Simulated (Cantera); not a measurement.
Input: 1 mol Si2H6, 30 mol NO, 48 mol N2, at 0.133 bar.

Equilibrium computed with Cantera from the NASA thermochemical tables; the gas is ideal and each condensed phase is pure. Candidate condensed phases: H2O, Si, SiO2, Si2N2O, Si3N4; 35 gas species. The feed counts by its element totals alone. The tables hold silica as quartz up to 1696 K and as liquid above; real silica turns to tridymite and cristobalite and melts near 1996 K. Equilibrium is a limit: real reactors are often held back by kinetics, nucleation or transport.

x: gas mole fraction; n: condensed amount in mol.

```tsv
T (K)	x N2	x O2	x H2O	x NO	x OH	n SiO2(α-quartz)	n SiO2(β-quartz)
675	0.813	0.148	0.0387	1.34e-7	9.05e-12	2.00	0
725	0.813	0.148	0.0387	(withheld)	(withheld)	2.00	0
775	0.813	0.148	0.0387	1.10e-6	3.75e-10	2.00	0
825	0.813	0.148	0.0387	2.59e-6	1.72e-9	2.00	0
875	0.813	0.148	0.0387	5.55e-6	6.66e-9	0	2.00
925	0.813	0.148	0.0387	(withheld)	(withheld)	0	2.00
975	0.813	0.148	0.0387	2.01e-5	6.57e-8	0	2.00
1025	0.813	0.148	0.0387	3.49e-5	1.75e-7	0	2.00
1075	0.813	0.148	0.0387	5.75e-5	4.24e-7	0	2.00
1125	0.813	0.148	0.0387	9.06e-5	9.53e-7	0	2.00
1175	0.813	0.148	0.0387	0.000137	2.00e-6	0	2.00
1225	0.813	0.148	0.0387	0.000201	3.94e-6	0	2.00
1275	0.813	0.148	0.0387	0.000286	7.37e-6	0	2.00
1325	0.813	0.148	0.0387	0.000396	1.32e-5	0	2.00
```

Question: Some entries are withheld; supply them.

Answer: 
- 725, x NO: 4.13e-7
- 725, x OH: 6.62e-11
- 925, x NO: 1.10e-5
- 925, x OH: 2.23e-8
